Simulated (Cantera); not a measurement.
## Chlorosilane synthesis and conversion: Si + HCl + H2

Feed: 1 mol Si, 2.7 mol HCl, 9.2 mol H2, equilibrated at 97.5 Torr.

Equilibrium computed with Cantera from the NASA thermochemical tables; the gas is ideal and each condensed phase is pure. Candidate condensed phases: Si; 19 gas species. The tables' values for SiCl3, SiCl are old estimates; treat these amounts as uncertain. Gases not in the tables: Si2H6 and higher silanes. Rates play no part.

```tsv
T (K)	x H2	x HCl	x SiCl2	x SiCl4	x SiHCl3	n Si(s)	n Si(l)
500	0.934	2.83e-6	1.95e-12	0.0432	0.0227	0.259	0
600	0.934	5.17e-5	1.26e-9	0.0439	0.0218	0.261	0
700	0.934	0.000406	1.26e-7	0.0444	0.0209	0.264	0
800	0.933	0.00189	3.91e-6	0.0446	0.0199	0.270	0
900	0.930	0.00615	5.53e-5	0.0440	0.0189	0.284	0
1000	0.923	0.0156	0.000446	0.0419	0.0175	0.310	0
1100	0.910	0.0323	0.00234	0.0368	0.0153	0.348	0
1200	0.890	0.0563	0.00842	0.0277	0.0119	0.385	0
1300	0.865	0.0825	0.0210	0.0157	0.00750	0.396	0
1400	0.846	0.102	0.0360	0.00598	0.00353	0.379	0
1500	0.836	0.110	0.0462	0.00170	0.00134	0.356	0
1600	0.833	0.112	0.0515	0.000459	0.000495	0.339	0
1700	0.831	0.112	0.0540	0.000135	0.000194	0	0.330
```
x: gas mole fraction; n: condensed amount in mol.

From 500 K to 1600 K the condensed part is Si(s). At 1700 K the condensed part is Si(l). The main Si-bearing gas is SiCl4 at 500 K and SiCl2 at 1700 K. The share of Si in condensed phases is highest at 1300 K (39.6 %) and lowest at 500 K (25.9 %).
